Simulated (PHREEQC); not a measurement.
2.4 g of hydrous ferric oxide (600 m²/g; 0.2 weak and 0.005 strong sites per Fe, Dzombak-Morel constants, diffuse double layer) in 1 kg of water with 0.005 mol/kgw of an inert sodium salt and 0.00043 mol/kgw ZnCl2, 0.00012 mol/kgw CuCl2 and 0.00065 mol/kgw CaCl2, at 25 °C; the pH is set by adding NaOH or the inert anion's acid. O2 is buffered at 0.21 atm. No CO2 enters from the air. Nothing may precipitate in this run.

Computed with PHREEQC (ion-association model, wateq4f.dat).

```csv
pH,Zn sorbed (%),Cu sorbed (%),Ca sorbed (%),surface charge σ (C/m²),surface potential ψ (mV)
3,0.0,0.4,0.0,0.327,202
3.5,0.0,3.1,0.0,0.277,196
4,0.2,18.4,0.0,0.217,185
4.5,1.3,55.9,0.0,0.159,171
5,5.5,86.6,0.0,0.112,154
5.5,17.8,96.8,0.0,0.076,136
6,41.9,99.3,0.0,0.049,116
6.5,77.4,99.9,0.0,0.032,95
7,96.0,100.0,0.3,0.019,71
7.5,99.5,100.0,2.3,0.010,45
8,99.9,100.0,15.5,0.004,20
8.5,100.0,100.0,53.8,0.000,-2
9,100.0,99.9,88.3,-0.005,-23
9.5,100.0,99.9,98.4,-0.011,-49
10,100.0,99.9,99.8,-0.021,-75
10.5,100.0,99.9,100.0,-0.036,-100
11,99.9,99.8,100.0,-0.059,-122
```

Species that the database lacks are ignored. The database's constant for dissolved Cu(OH)2 is higher than later reviews accept. The oxide is taken as insoluble; below pH 4 it would dissolve.
